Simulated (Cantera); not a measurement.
Input: 1 mol H₂S, 1.6 mol H₂O, 0.083 mol H₂, at 2973 K and 1.70 mbar.

Method: chemical equilibrium by Gibbs-energy minimisation in Cantera with the NASA 1993 tables (ideal gas, pure condensed phases). Candidate condensed phases: H₂O, H₂SO₄, S; 19 gas species. Equilibrium is a limit: real reactors are often held back by kinetics, nucleation or transport.

Base state: H 0.645, O 0.166, S 0.108, H₂ 0.0335, SO 0.0250, OH 0.0140, O₂ 0.00438, H₂O 0.00223 (mole fractions); condensed: gas only.

Question: What changes in the equilibrium state with this change: temperature from 2973 K to 1800 K?

Answer: 
| species | before | after |
|---|---|---|
| H₂ | 0.0335 | 0.455 |
| H₂O | 0.00223 | 0.336 |
| S₂ | 0.000365 | 0.0962 |
| H | 0.645 | 0.00585 |
| O | 0.166 | 2.85e-6 |
| OH | 0.0140 | 0.000286 |
| SO₂ | 0.00122 | 0.0573 |
| S | 0.108 | 0.00559 |
| SO | 0.0250 | 0.0285 |
| O₂ | 0.00438 | 9.33e-7 |
| H₂S | 2.63e-6 | 0.00629 |
| S₂O | 7.74e-7 | 0.000397 |
| SH | 0.00106 | 0.00912 |
